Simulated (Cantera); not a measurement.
Charge: 1 mol B₂H₆, 2.1 mol H₂O, 0.1 mol NH₃, at 55.0 Pa.

Method: chemical equilibrium by Gibbs-energy minimisation in Cantera with the NASA 1993 tables (ideal gas, pure condensed phases). Candidate condensed phases: B, BN, B₂O₃, B₃O₃H₃, H₂O; 39 gas species. The feed counts by its element totals alone. The numbers say what is thermodynamically allowed, not how fast it happens.

Task: At 1225 °C, list the 4 most abundant gas species with their mole fractions, and the condensed phases.

Result: H₂ 0.798, HBO 0.0904, B₂O₂ 0.0766, B₂O₃ 0.0284. Condensed: BN(s).
